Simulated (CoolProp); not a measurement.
Carbon dioxide along the isotherm 265.9 K: fugacity coefficient from the reference equation and from simpler models built on Tc = 304.1 K, pc = 7.377 MPa, ω = 0.224; each cubic takes its own stable root.

Values from CoolProp's reference Helmholtz-energy equation of state, Span 1996.

```csv
p (MPa),phase,reference,van der Waals,Redlich-Kwong,Peng-Robinson
0.79,gas,0.9432,0.9563,0.9469,___
1.58,gas,0.8867,0.9127,0.8944,0.8814
2.37,gas,0.8300,___,0.8421,0.8233
3.16,liquid,0.7236,0.8246,0.7894,0.7153
3.95,liquid,0.5883,0.7791,0.6626,0.5815
4.74,liquid,0.4982,0.6905,0.5627,0.4924
5.53,liquid,___,0.6073,0.4915,0.4288
6.32,liquid,0.3858,0.5451,0.4381,___
7.11,liquid,0.3484,0.4968,0.3966,0.3442
7.9,liquid,0.3185,___,___,0.3146
8.69,liquid,0.2942,0.4270,0.3365,0.2905
9.49,liquid,0.2737,0.4007,0.3138,0.2701
10.3,liquid,0.2562,0.3784,0.2944,0.2528
11.1,liquid,0.2415,0.3596,0.2782,0.2382
```

Question: What belongs in the gaps?

Answer: 
- 0.79, Peng-Robinson: 0.9401
- 2.37, van der Waals: 0.8689
- 5.53, reference: 0.4339
- 6.32, Peng-Robinson: 0.3812
- 7.9, van der Waals: 0.4583
- 7.9, Redlich-Kwong: 0.3635

At some of these states van der Waals, Redlich-Kwong gives the other phase, because its saturation line lies elsewhere.
